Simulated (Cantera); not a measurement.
A freely propagating, adiabatic, planar premixed flame of H2 : O2 : N2 = 1 : 0.746 : 2.81 (molar parts), unburnt at 600 K and 1.01 bar; mixture-averaged transport, grid criteria slope 0.08 and curve 0.16, no radiation.

Computed with Cantera and the H2/O2 subset of GRI-Mech 3.0, which has no nitrogen chemistry. Burning velocities carry a grid error of a few per cent, more on coarse grids. Lean hydrogen flames are cellular in practice and burn faster than this planar one.

Predict: laminar burning velocity; thermal thickness; peak x(OH); peak x(O); peak x(H2O2).


```json
{
  "laminar_burning_velocity": "504 cm/s",
  "thermal_thickness": "0.430 mm",
  "peak x(OH)": "0.0142",
  "peak x(O)": "0.0132",
  "peak x(H2O2)": "1.87e-5"
}
```
